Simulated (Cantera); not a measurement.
Feed: 1 mol C2F6, 0.04 mol H2, held at 0.0133 bar.

Method: chemical equilibrium by Gibbs-energy minimisation in Cantera with the NASA 1993 tables (ideal gas, pure condensed phases). Candidate condensed phases: C, C6H6, C7H8, C8H18; 95 gas species. The feed counts by its element totals alone. Kinetics and transport are ignored. All values below are at 2898 K.

Base state: F 0.811, CF2 0.0891, CF 0.0753, HF 0.0143, C3 0.00758, C 0.00139, C2 0.000755, CF3 0.000241 (mole fractions); condensed: C(graphite).

Question: What changes in the equilibrium state with this change: pressure from 0.0133 bar to 0.000800 bar?

Answer: 
```
species             before    after
----------------  --------  -------
F                    0.811    0.828
C3                 0.00758   0.0661
CF                  0.0753   0.0619
CF2                 0.0891  0.00449
C                  0.00139   0.0187
HF                  0.0143   0.0110
CF4                3.37e-5  6.36e-9
CF3               0.000241  7.44e-7
C(graphite), mol     0.939        0
```

Question: What changes in the equilibrium state with this change: C2F6 replaced by CH2F2?

Answer: 
```json
[
 {"species": "HF", "before": "0.0143", "after": "0.845"},
 {"species": "H", "before": "8.82e-5", "after": "0.0801"},
 {"species": "F", "before": "0.811", "after": "0.0527"},
 {"species": "CF2", "before": "0.0891", "after": "0.000376"},
 {"species": "CF", "before": "0.0753", "after": "0.00489"},
 {"species": "H2", "before": "7.95e-9", "after": "0.00657"},
 {"species": "C2H2 (acetylene)", "before": "<1e-9", "after": "0.000301"},
 {"species": "CF4", "before": "3.37e-5", "after": "<1e-9"},
 {"species": "CF3", "before": "0.000241", "after": "6.61e-8"},
 {"species": "C(graphite), mol", "before": "0.939", "after": "0.926"}
]
```

Question: What changes in the equilibrium state with this change: pressure from 0.0133 bar to 1.00 bar?

Answer: 
```json
[
 {"species": "CF2", "before": "0.0891", "after": "0.461"},
 {"species": "F", "before": "0.811", "after": "0.315"},
 {"species": "CF4", "before": "3.37e-5", "after": "0.148"},
 {"species": "CF3", "before": "0.000241", "after": "0.0363"},
 {"species": "CF", "before": "0.0753", "after": "0.0134"},
 {"species": "HF", "before": "0.0143", "after": "0.0264"},
 {"species": "C5", "before": "0.000101", "after": "2.72e-8"},
 {"species": "C2F4", "before": "3.45e-8", "after": "6.93e-5"},
 {"species": "C4", "before": "1.90e-5", "after": "1.12e-8"},
 {"species": "C(graphite), mol", "before": "0.939", "after": "0"}
]
```
The tables' values for C2F4 are old estimates; treat these amounts as uncertain. Gases not in the tables: C2F6 and larger saturated fluorocarbons.
